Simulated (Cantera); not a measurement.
An isothermal, constant-pressure homogeneous reactor starts with 0.985 % CH2O, 0.493 % O2, 98.5 % N2, equivalence ratio 2.0, at 1275 K and 2.86 atm.

Cantera simulation using GRI-Mech 3.0 (53 species, 325 reactions); the numbers are that mechanism's predictions, not measurements.

**Question.** Predict: x(CO2) at 4.00 s; x(OH) at 4.00 s; x(NO) at 4.00 s; x(CO) at 4.00 s.

**Answer.** 
- x(CO2) at 4.00 s = 0.00415 (gas-phase equilibrium 0.00428)
- x(OH) at 4.00 s = 2.43e-9 (gas-phase equilibrium 4.28e-10)
- x(NO) at 4.00 s = 6.44e-8 (gas-phase equilibrium 3.45e-11)
- x(CO) at 4.00 s = 0.00566 (gas-phase equilibrium 0.00552)
